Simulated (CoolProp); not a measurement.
C3F8 (R218) at 298.15 K and 0.146 MPa flows at 7.4 m/s in a round tube of 10 mm bore and 0.25 µm roughness, fully developed (64/Re and Nu = 3.66 if laminar; Colebrook and Gnielinski if turbulent). Each further row changes one setting.

Model: reference Helmholtz-energy equation of state, Lemmon 2006, in CoolProp. It is a short technical equation, of lower accuracy than the large ones.

| case | Reynolds number | Darcy friction factor | pressure drop (Pa/m) | heat-transfer coefficient (W/(m² K)) | mass flow (kg/h) |
|---|---|---|---|---|---|
| as stated | 68600 | 0.0196 | 613 | 180 | 23.9 |
| velocity 14.8 m/s | 137000 | 0.0170 | 2130 | 313 | 47.8 |
| diameter 20 mm | 137000 | 0.0169 | 265 | 156 | 95.6 |

Viscosity comes from a separate model (Huber 2003), an estimate that may be off by 10 % or more. Thermal conductivity comes from a separate model (Huber 2003), an estimate that may be off by 10 % or more.
